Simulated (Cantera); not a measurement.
**Premixed flame**

A freely propagating, adiabatic, planar premixed flame of 12.0 % CH4, 18.5 % O2, 69.5 % N2, equivalence ratio 1.3, unburnt at 375 K and 0.513 atm; mixture-averaged transport, grid criteria slope 0.08 and curve 0.16, no radiation.

Computed with Cantera and GRI-Mech 3.0 (53 species, 325 reactions). Burning velocities carry a grid error of a few per cent, more on coarse grids.

| z (mm) | T (K) | u (m/s) | x CH4 | x O2 | x HCN | x H | x NO | x CH2CO |
|---|---|---|---|---|---|---|---|---|
| -2.49 | 375 | 0.483 | 0.120 | 0.185 | <1e-8 | <1e-8 | <1e-8 | <1e-8 |
| -1.66 | 378 | 0.488 | 0.119 | 0.184 | <1e-8 | <1e-8 | <1e-8 | 1.11e-8 |
| -1.24 | 390 | 0.507 | 0.118 | 0.182 | 2.24e-8 | <1e-8 | 3.47e-8 | 1.27e-7 |
| -0.829 | 495 | 0.650 | 0.110 | 0.175 | 3.78e-7 | 2.18e-7 | 4.75e-7 | 3.08e-6 |
| -0.415 | 1002 | 1.35 | 0.0736 | 0.131 | 4.33e-6 | 9.62e-5 | 5.52e-6 | 6.42e-5 |
| -0.207 | 1420 | 1.94 | 0.0399 | 0.0866 | 9.96e-6 | 0.000687 | 1.16e-5 | 0.000180 |
| 0 | 1779 | 2.45 | 0.0105 | 0.0394 | 1.92e-5 | 0.00324 | 2.14e-5 | 0.000164 |
| 0.207 | 1941 | 2.68 | 0.00117 | 0.0132 | 2.44e-5 | 0.00686 | 3.59e-5 | 2.98e-5 |
| 0.415 | 1981 | 2.73 | 8.42e-5 | 0.00445 | 1.86e-5 | 0.00885 | 4.95e-5 | 2.52e-6 |
| 0.829 | 2000 | 2.74 | 5.30e-7 | 0.00135 | 7.65e-6 | 0.00935 | 6.30e-5 | 3.62e-8 |
| 1.66 | 2018 | 2.76 | <1e-8 | 0.000874 | 1.53e-6 | 0.00841 | 7.03e-5 | <1e-8 |
| 3.32 | 2039 | 2.79 | <1e-8 | 0.000601 | 1.34e-7 | 0.00685 | 7.32e-5 | <1e-8 |
| 6.63 | 2063 | 2.81 | <1e-8 | 0.000336 | <1e-8 | 0.00498 | 7.51e-5 | <1e-8 |
x: mole fraction of selected species; z is measured from the peak of heat release.

```json
{
  "laminar_burning_velocity": "48.2 cm/s",
  "thermal_thickness": "0.829 mm",
  "peak x(HCN)": "2.45e-5",
  "peak x(H)": "0.00941",
  "peak x(CH2CO)": "0.000212",
  "grid_points": "152"
}
```
